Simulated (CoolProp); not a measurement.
Propyne at 433.01 K and 1.79 MPa is throttled through a valve to 1.25 MPa with no heat exchange. Each further row changes one setting.

Model: reference Helmholtz-energy equation of state, Polt 1992, in CoolProp. This equation is an older, rougher fit.

```
case                       temperature change (K)  final density (kg/m³)
-------------------------  ----------------------  ---------------------
as stated                                    -4.2             (withheld)
outlet pressure 0.375 MPa              (withheld)                   4.37
outlet pressure 1.62 MPa                     -1.3             (withheld)
```

**Question.** What belongs in the gaps?

**Answer.** 
- as stated, final density (kg/m³): 15.0
- outlet pressure 0.375 MPa, temperature change (K): -11.2
- outlet pressure 1.62 MPa, final density (kg/m³): 19.7
